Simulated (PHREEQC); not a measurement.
Nickel, zinc or cadmium bath: speciation

Solution (27 °C): 0.001 mol/kgw CdSO4 and 0.074 mol/kgw FeSO4. Closed to the air; pH follows from the charge balance.

Computed with PHREEQC (ion-association model, phreeqc.dat).

```
Quantity                      Value
--------------------  -------------
pH                             5.84
ionic strength        0.167 mol/kgw
specific conductance     7500 µS/cm
density                 1.008 g/cm³
```

```json
[
 {"species": "SO4-2", "molality": "0.0415", "activity": "0.0129", "log γ": "-0.507"},
 {"species": "Fe+2", "molality": "0.0413", "activity": "0.0142", "log γ": "-0.463"},
 {"species": "FeSO4", "molality": "0.0326", "activity": "0.0339", "log γ": "0.017"},
 {"species": "CdSO4", "molality": "0.000434", "activity": "0.000451", "log γ": "0.017"},
 {"species": "Cd+2", "molality": "0.000370", "activity": "0.000120", "log γ": "-0.491"},
 {"species": "Cd(SO4)2-2", "molality": "0.000196", "activity": "6.31e-5", "log γ": "-0.491"},
 {"species": "FeOH+", "molality": "4.77e-6", "activity": "3.57e-6", "log γ": "-0.125"},
 {"species": "HSO4-", "molality": "2.54e-6", "activity": "1.91e-6", "log γ": "-0.123"},
 {"species": "H+", "molality": "1.81e-6", "activity": "1.46e-6", "log γ": "-0.095"}
]
```

This is a speciation only: nothing precipitates in the calculation.
